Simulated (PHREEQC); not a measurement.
Dissolve 60 mmol/kgw Cu(NO3)2, 1.4 mmol/kgw HBF4, 0.088 mmol/kgw NaCl and 30 mmol/kgw LiF at 25 °C. Closed to the air; pH follows from the charge balance.

Computed with PHREEQC (ion-association model, wateq4f.dat).

Precipitation was switched off in this run.

**Question.** Predict the pH, ionic strength.

**Answer.** pH 4.08; ionic strength 0.197 mol/kgw.

**Question.** In which forms is Cl present?

**Answer.** Cl- 96 %, CuCl+ 4.5 % of the Cl.

Real BF4- forms and hydrolyses slowly; the run takes it at equilibrium.
